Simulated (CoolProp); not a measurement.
Vapour pressure (bar) of normal hydrogen: the reference equation beside estimates from Tc = -240.0 °C, pc = 12.96 bar, ω = -0.219.

The numbers come from the reference Helmholtz-energy equation of state, Leachman 2009 in CoolProp.

```csv
T (°C),reference,Lee-Kesler,van der Waals,Redlich-Kwong,Soave-Redlich-Kwong,Peng-Robinson
-252.35,1.148,1.149,1.452,0.4190,1.105,1.168
-251.45,1.471,1.472,1.831,0.6276,1.439,1.506
-250.45,1.900,1.901,2.323,0.9402,1.886,1.956
-249.45,2.410,2.412,2.894,1.353,2.419,2.490
-248.55,2.947,2.947,3.480,1.823,2.979,3.049
-247.55,3.635,3.635,4.216,2.470,3.697,3.763
-246.65,4.345,4.343,4.956,3.175,4.434,4.494
-245.65,5.242,5.238,5.870,4.109,5.360,5.412
-244.65,6.262,6.256,6.882,5.214,6.404,6.446
-243.75,7.292,7.287,7.881,6.367,7.450,7.482
-242.75,8.574,8.571,9.089,7.834,8.735,8.756
-241.75,10.01,10.01,10.41,9.509,10.15,10.16
-240.85,11.45,11.46,11.68,11.20,11.55,11.55
```

Absolute difference from the reference over all 13 rows, mean and median: Lee-Kesler 0.1 and 0.1 %, van der Waals 14.1 and 14.1 %, Redlich-Kwong 29.2 and 26.9 %, Soave-Redlich-Kwong 1.7 and 1.9 %, Peng-Robinson 2.6 and 2.9 %.
